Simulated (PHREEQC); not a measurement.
A solution holds 0.16 mol KHSO4 per kg of water, at 25 °C. Closed to the air; pH follows from the charge balance.

Model: ion-association model, phreeqc.dat, run in PHREEQC.

Problem. The ionic strength comes out as 0.265 mol/kgw. What activity coefficients do K+, HSO4-, SO4-2, H+, KSO4- get?

Solution. K+ 0.69, HSO4- 0.74, SO4-2 0.26, H+ 0.79, KSO4- 0.73.

This is a speciation only: nothing precipitates in the calculation.
